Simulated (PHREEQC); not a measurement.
Consider water at 25 °C with 1.5 mol K2CO3 and 0.091 mol KBr per kg of water. Closed to the air; pH follows from the charge balance.

Equilibrium calculation in PHREEQC: Pitzer model, pitzer.dat.

This is a speciation only: nothing precipitates in the calculation.

### Question
What pH, ionic strength, activity of water does the model give?

### Answer
pH 12.07; ionic strength 4.58 mol/kgw; activity of water 0.929.

In brines, pH and single-ion activities rest on the MacInnes convention.
